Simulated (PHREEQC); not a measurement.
Make-up at 38 °C: 4.7 mmol/kgw CaCl2, 0.48 mmol/kgw Na2SO4 and 4.4 mmol/kgw KCl. Closed to the air; pH follows from the charge balance.

All values are PHREEQC results (Pitzer model, pitzer.dat), not measurements.

Precipitation was switched off in this run.

### Question
Predict the specific conductance.

### Answer
specific conductance 2380 µS/cm.

Complexes and solids missing from the database can't appear. At this temperature some constants are extrapolated from 25 °C, and those without enthalpy data are left unchanged.
